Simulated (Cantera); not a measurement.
Input: 1 mol toluene, 2 mol H2, 0.22 mol H2O, held at 1825 K and 0.0100 bar.

Equilibrium computed with Cantera from the NASA thermochemical tables; the gas is ideal and each condensed phase is pure. Equilibrium is a limit: real reactors are often held back by kinetics, nucleation or transport.

```
species             before     after
----------------  --------  --------
H2                   0.961     0.853
CO                  0.0341     0.143
H                  0.00432   0.00407
C2H2 (acetylene)  0.000206  0.000183
C(graphite), mol      6.78      5.80
```
Gas species are given as mole fractions.

Task: What was changed between the two runs?
(A) pressure from 0.0100 bar to 0.000670 bar
(B) H2O from 0.22 to 1.2 mol
(C) temperature from 1825 K to 598.15 K
(D) pressure from 0.0100 bar to 1.00 bar

Result: B, H2O from 0.22 to 1.2 mol
